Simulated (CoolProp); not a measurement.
A Linde-Hampson liquefier for normal hydrogen: isothermal reversible compression at 200 K from 1 atm to 25 MPa, throttling to 1 atm, return gas leaving the recuperator 2 K below the feed. Each further row changes one setting.

Computed with CoolProp (reference Helmholtz-energy equation of state, Leachman 2009).

```tsv
case	compression work (kJ/kg of gas)
as stated	4700
high pressure 50 MPa	5450
warm-end temperature 230 K	5390
warm-end gap 7 K	4700
```
